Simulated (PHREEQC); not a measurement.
Solution (25 °C): 0.00098 mol/kgw HF and 2.6e-05 mol/kgw NH4F. Closed to the air; pH follows from the charge balance.

The numbers come from PHREEQC with the ion-association model, phreeqc.dat.

This is a speciation only: nothing precipitates in the calculation.

Question: What pH does the model give?

Answer: pH 3.28.

Question: In which forms is F present?

Answer: F- 56 %, HF 43 % of the F.
